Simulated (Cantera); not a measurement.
Predominance diagram of Ta at 775 K against the partial pressures of O2 and CO (log10, bar). Cantera with NASA thermochemical tables; ideal gases at 1 bar, condensed phases pure. Candidates: Ta(s), TaC(s), Ta2O5(s). Only these pure phases compete in this equilibrium. TaC: taken at fixed stoichiometry. Not in the tables: Ta2C.

Task: Which phase is stable at these pairs, and which metal-bearing vapour leads over it? (-3.5, -23); (-28.1, -23); (-1.2, -17); (-19.1, -20); (-5.7, -11); (-19.1, -5); (-28.1, -8)

Result: 
```csv
log p(O2),log p(CO),phase,chief vapour,log p (bar)
-3.5,-23,Ta2O5(s),TaO2,-41.3
-28.1,-23,Ta2O5(s),TaO2,-35.1
-1.2,-17,Ta2O5(s),TaO2,-41.9
-19.1,-20,Ta2O5(s),TaO2,-37.4
-5.7,-11,Ta2O5(s),TaO2,-40.7
-19.1,-5,Ta2O5(s),TaO2,-37.4
-28.1,-8,Ta2O5(s),TaO2,-35.1
```
